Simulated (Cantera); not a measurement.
**Ignition delay**

Mixture: H₂ : O₂ : N₂ = 1 : 0.641 : 2.41 (molar parts), at 10.0 bar, adiabatic and at constant volume. Ignition delay is the time to a rise of 400 K.

Model: the H2/O2 subset of GRI-Mech 3.0, which has no nitrogen chemistry, integrated in Cantera. The hydrogen kinetics of GRI-Mech 3.0 are dated; newer H2 mechanisms differ, most at raised pressure.

| T0 (K) | delay (ms) |
|---|---|
| 1150 | 0.276 |
| 1200 | 0.0625 |
| 1250 | 0.0108 |
| 1300 | 0.00486 |
| 1350 | 0.00310 |
| 1400 | 0.00225 |

- apparent activation energy between 1300 and 1400 K: 120 kJ/mol
